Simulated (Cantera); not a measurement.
Charge: 1 mol Si₃H₈, 0.03 mol HCl, 12 mol H₂, held at 1452 °C and 36000 Pa.

Cantera equilibrium calculation (NASA polynomials, part measured and part estimated; ideal gas, pure solids and liquids). Candidate condensed phases: Si; 19 gas species. The feed counts by its element totals alone. Gases not in the tables: Si₂H₆ and higher silanes. Rates play no part.

Base state: H₂ 0.998, HCl 0.00185, H 0.000309, SiH₂ 1.72e-5, SiCl₂ 1.18e-5 (mole fractions); condensed: Si(l).

Q: What changes in the equilibrium state with this change: pressure from 36000 Pa to 1330 Pa?

A: 
| species | before | after |
|---|---|---|
| H₂ | 0.998 | 0.996 |
| HCl | 0.00185 | 0.00184 |
| H | 0.000309 | 0.00161 |
| Si | 2.82e-6 | 7.61e-5 |
| SiH | 2.42e-6 | 1.25e-5 |
| SiCl₂ | 1.18e-5 | 1.17e-5 |
| Si(l), mol | 3.00 | 3.00 |
